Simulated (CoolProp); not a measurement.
Saturation properties of tetrahydrofuran (Tc = 267.0 °C, pc = 5.304 MPa, ω = 0.234).

The numbers come from the reference Helmholtz-energy equation of state, Fiedler 2023 in CoolProp.

```
T (°C)  p (MPa)  liquid density (kg/m³)  vapour density (kg/m³)  enthalpy of vaporisation (kJ/kg)  liquid cp (kJ/(kg K))
------  -------  ----------------------  ----------------------  --------------------------------  ---------------------
132.55   0.5885                   752.8                   14.02                             360.6                  2.190
138.45   0.6671                   744.8                   15.83                             354.8                  2.220
144.25   0.7517                   736.7                   17.79                             349.0                  2.251
150.05   0.8440                   728.5                   19.95                             342.9                  2.283
155.95   0.9464                   719.9                   22.36                             336.5                  2.317
161.75    1.056                   711.3                   24.96                             330.0                  2.352
167.55      [?]                   702.4                   27.81                             323.3                  2.389
173.45    1.305                   693.1                   31.00                             316.1                  2.428
179.25      [?]                   683.7                   34.45                             308.8                  2.469
185.05    1.592                   674.0                   38.24                             301.1                  2.513
190.95    1.755                   663.8                   42.50                             292.9                  2.562
196.75    1.927                   653.3                   47.13                             284.4                  2.615
202.65    2.115                   642.2                   52.36                             275.3                    [?]
208.45    2.313                   630.7                   58.10                             265.7                  2.742
214.25    2.525                   618.5                   64.53                             255.5                  2.821
```

Q: What belongs in the gaps?

A: 
- 167.55, p (MPa): 1.174
- 179.25, p (MPa): 1.443
- 202.65, liquid cp (kJ/(kg K)): 2.675

It boils at 65.9 °C under 1 atm.
